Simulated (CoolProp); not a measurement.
C2F6 (R116) at 241.29 K and 0.0768 MPa is throttled through a valve to 0.0503 MPa with no heat exchange. Each further row changes one setting.

Model: reference Helmholtz-energy equation of state, Lemmon 2006, in CoolProp. It is a short technical equation, of lower accuracy than the large ones.

```json
[
 {"case": "as stated", "temperature change (K)": "-0.4", "final density (kg/m³)": "3.50"},
 {"case": "outlet pressure 0.0151 MPa", "temperature change (K)": "-0.9", "final density (kg/m³)": "1.05"},
 {"case": "outlet pressure 0.0654 MPa", "temperature change (K)": "-0.2", "final density (kg/m³)": "4.57"}
]
```
